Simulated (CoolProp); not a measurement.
Vapour-liquid equilibrium of ethane (1) + hydrogen chloride (2) at 0.0485 MPa; x and y are mole fractions of (1).

The numbers come from the multi-fluid Helmholtz-energy mixture model, Bücker 2006 and Thol 2018; pair parameters Bell 2016 in CoolProp.

| x | bubble temperature (K) | y at the bubble point | dew temperature at overall composition x (K) | liquid density (mol/L) |
|---|---|---|---|---|
| 0.05 | 171.5 | 0.297 | ___ | 32.34 |
| 0.2 | 167.3 | 0.519 | ___ | ___ |
| 0.35 | 166.8 | 0.549 | 170.6 | ___ |
| 0.5 | 166.8 | 0.554 | ___ | 24.19 |
| 0.65 | 166.8 | 0.572 | 167.5 | 22.25 |
| 0.8 | 167.4 | ___ | 169.4 | 20.59 |
| 0.95 | 170.0 | 0.842 | 171.3 | ___ |

Problem. What belongs in the gaps?

Solution. 
- 0.05, dew temperature at overall composition x (K): 175.4
- 0.2, dew temperature at overall composition x (K): 173.1
- 0.2, liquid density (mol/L): 29.25
- 0.35, liquid density (mol/L): 26.50
- 0.5, dew temperature at overall composition x (K): 167.7
- 0.8, y at the bubble point: 0.635
- 0.95, liquid density (mol/L): 19.10

y crosses x between x = 0.5 and 0.65: the model has an azeotrope there.

Pair parameters are fitted to limited data, so mixtures are less certain than the pure fluids. With so large a gap from Raoult's law the liquid may split in two, which this calculation doesn't test in full.
